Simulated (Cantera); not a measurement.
A perfectly stirred reactor is fed with 30.9 % H2, 37.2 % O2, 32.0 % N2, equivalence ratio 0.41, at 65000 Pa; it is held at 1400 K, and followed from long to short residence time.

Computed with Cantera and GRI-Mech 3.0 (53 species, 325 reactions). The temperature is held fixed by assumption; the heat of reaction is taken as removed at once.

One state of this run: x H2 = 7.77e-5; x O2 = 0.257; x H = 1.43e-6; x O = 2.54e-5; x NO = 8.05e-7; x H2O = 0.364. x: mole fraction; the columns are a selection and need not sum to one.

Task: Which value of τ (s) does it belong to?
(A) 0.051
(B) 0.31
(C) 4.8
(D) 0.78

Result: D, 0.78
